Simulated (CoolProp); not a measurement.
Properties of n-octane along the isobar 2.56 MPa (Tc = 568.7 K, pc = 2.484 MPa, ω = 0.398).

Model: reference Helmholtz-energy equation of state, Beckmüller 2019, in CoolProp.

| T (K) | phase | density (kg/m³) | Prandtl number |
|---|---|---|---|
| 278.7 | liquid | 716.1 | 11.1 |
| 299.8 | liquid | 699.5 | 9.17 |
| 321 | liquid | 682.5 | 7.89 |
| 342.1 | liquid | 665.2 | 7.01 |
| 363.3 | liquid | 647.3 | … |
| 384.4 | liquid | 629.0 | 5.84 |
| 405.6 | liquid | 609.7 | 5.43 |
| 426.8 | liquid | … | 5.08 |
| 447.9 | liquid | 568.0 | 4.76 |
| 469.1 | liquid | … | 4.47 |
| 490.2 | liquid | 518.9 | … |
| 511.4 | liquid | 489.3 | 3.92 |
| 532.5 | liquid | 453.2 | 3.65 |
| 553.7 | liquid | 402.1 | … |

Task: Fill in the missing entries.

Result: 
- 363.3, Prandtl number: 6.35
- 426.8, density (kg/m³): 589.5
- 469.1, density (kg/m³): 544.6
- 490.2, Prandtl number: 4.20
- 553.7, Prandtl number: 3.42

Viscosity comes from a separate model (Huber 2004). Thermal conductivity comes from a separate model (Huber 2005).
